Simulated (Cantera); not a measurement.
Adiabatic ignition

An adiabatic, constant-pressure homogeneous reactor starts with C3H8 : O2 : N2 : CO2 = 1 : 6.67 : 25.1 : 6.5 (molar parts), equivalence ratio 0.75, at 1725 K and 0.503 atm.

Detailed kinetics in Cantera: GRI-Mech 3.0 (53 species, 325 reactions). GRI-Mech 3.0 was tuned for natural gas; its chemistry of propane as a main component is partial and can be far from experiment.

| t (s) | T (K) | x C3H8 | x O2 | x CO2 | x CH2O | x CH3 |
|---|---|---|---|---|---|---|
| 1.00e-6 | 1720 | 0.0248 | 0.170 | 0.165 | 2.75e-6 | 0.000610 |
| 2.89e-6 | 1710 | 0.0231 | 0.169 | 0.165 | 6.80e-5 | 0.00214 |
| 8.38e-6 | 1693 | 0.0173 | 0.166 | 0.164 | 0.000957 | 0.00551 |
| 2.42e-5 | 1800 | 0.00149 | 0.138 | 0.158 | 0.00340 | 0.00370 |
| 7.02e-5 | 2189 | <1e-12 | 0.0687 | 0.154 | 5.09e-11 | <1e-12 |
| 0.000203 | 2244 | <1e-12 | 0.0671 | 0.159 | 4.59e-11 | <1e-12 |
| 0.000588 | 2346 | <1e-12 | 0.0640 | 0.169 | 3.73e-11 | <1e-12 |
| 0.00170 | 2467 | <1e-12 | 0.0594 | 0.182 | 2.90e-11 | <1e-12 |
| 0.00492 | 2507 | <1e-12 | 0.0570 | 0.186 | 2.72e-11 | <1e-12 |
| 0.0143 | 2504 | <1e-12 | 0.0554 | 0.187 | 2.70e-11 | <1e-12 |
| 0.0412 | 2500 | <1e-12 | 0.0535 | 0.187 | 2.69e-11 | <1e-12 |
| 0.119 | 2499 | <1e-12 | 0.0531 | 0.187 | 2.68e-11 | <1e-12 |
| 0.346 | 2499 | <1e-12 | 0.0531 | 0.187 | 2.68e-11 | <1e-12 |
| 1.00 | 2499 | <1e-12 | 0.0531 | 0.187 | 2.68e-11 | <1e-12 |
x: mole fraction; the columns are a selection and need not sum to one.

```json
{
 "time_of_steepest_temperature_rise": "33.5 µs",
 "temperature at 1.00 s": "2499 K",
 "equilibrium_temperature": "2499 K",
 "x(C3H8) at 1.00 s": "<1e-12 (gas-phase equilibrium <1e-12)",
 "x(O2) at 1.00 s": "0.0531 (gas-phase equilibrium 0.0531)",
 "x(CO2) at 1.00 s": "0.187 (gas-phase equilibrium 0.187)"
}
```
